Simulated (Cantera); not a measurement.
Feed: 1 mol B2O3, 0.95 mol H2O, 0.49 mol N2, equilibrated at 1973 K and 1.00 bar.

Cantera equilibrium calculation (NASA polynomials, part measured and part estimated; ideal gas, pure solids and liquids). Candidate condensed phases: B, BN, B2O3, B3O3H3, H2O; 39 gas species. Rates play no part.

Base state: H2O 0.360, HBO2 0.331, N2 0.273, B2O3 0.0304, H2 0.00287, BO2 0.000955, O2 0.000865, OH 0.000860 (mole fractions); condensed: B2O3(l).

Q: What changes in the equilibrium state with this change: B2O3 replaced by borazine?

A: 
| species | before | after |
|---|---|---|
| H2 | 0.00287 | 0.737 |
| N2 | 0.273 | 0.161 |
| HBO | 1.33e-5 | 0.0386 |
| H2O | 0.360 | 0.00249 |
| HBO2 | 0.331 | 0.0258 |
| B2O3 | 0.0304 | 0.0268 |
| O2 | 0.000865 | <1e-9 |
| B3O3H3 | <1e-9 | 7.46e-5 |
| NO | 0.000268 | 5.56e-9 |
| B2O2 | 1.75e-7 | 0.00574 |
| O | 1.60e-5 | <1e-9 |
| B2O3(l), mol | 0.647 | 0 |
| BN(s), mol | 0 | 2.33 |
The feed counts by its element totals alone.
